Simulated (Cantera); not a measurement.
Feed: 1 mol CuO, 5.3 mol NF3, 0.8 mol H2, equilibrated at 1650 °C and 1.33 mbar.

Equilibrium computed with Cantera from the NASA thermochemical tables; the gas is ideal and each condensed phase is pure. Candidate condensed phases: Cu, CuF2, CuO, Cu(OH)2, Cu2O, H2O; 45 gas species. Kinetics and transport are ignored.

Base state: F 0.693, N2 0.141, HF 0.0853, CuF 0.0371, O2 0.0254, CuF2 0.0162, O 0.00158, NO 0.000903 (mole fractions); condensed: gas only.

Task: What changes in the equilibrium state with this change: pressure from 1.33 mbar to 7.90 mbar?

Result: 
```tsv
species	before	after
F	0.693	0.686
N2	0.141	0.144
HF	0.0853	0.0873
CuF2	0.0162	0.0392
CuF	0.0371	0.0153
O2	0.0254	0.0265
Cu	2.78e-5	1.96e-6
F2	4.47e-6	2.60e-5
O	0.00158	0.000662
NO	0.000903	0.000933
```
